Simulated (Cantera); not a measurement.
A perfectly stirred reactor is fed with H2 : O2 : N2 : H2O = 1.3 : 1 : 0.62 : 0.0038 (molar parts), equivalence ratio 0.65, at 0.133 bar; it is held at 1250 K, and followed from long to short residence time.

Computed with Cantera and GRI-Mech 3.0 (53 species, 325 reactions). The temperature is held fixed by assumption; the heat of reaction is taken as removed at once.

### Question
Predict: x(H2) at τ = 1.20 s; x(O2) at τ = 1.20 s; x(NO) at τ = 1.20 s; x(OH) at τ = 1.20 s; x(HO2) at τ = 1.20 s; x(H2) at τ = 12.0 ms; x(O2) at τ = 12.0 ms; x(NO) at τ = 12.0 ms; x(OH) at τ = 12.0 ms; x(HO2) at τ = 12.0 ms.

### Answer
| Quantity | Result |
|---|---|
| x(H2) at τ = 1.20 s | 0.000421 |
| x(O2) at τ = 1.20 s | 0.154 |
| x(NO) at τ = 1.20 s | 1.49e-7 |
| x(OH) at τ = 1.20 s | 0.000746 |
| x(HO2) at τ = 1.20 s | 8.49e-6 |
| x(H2) at τ = 12.0 ms | 0.00827 |
| x(O2) at τ = 12.0 ms | 0.155 |
| x(NO) at τ = 12.0 ms | 5.73e-7 |
| x(OH) at τ = 12.0 ms | 0.00359 |
| x(HO2) at τ = 12.0 ms | 4.22e-5 |
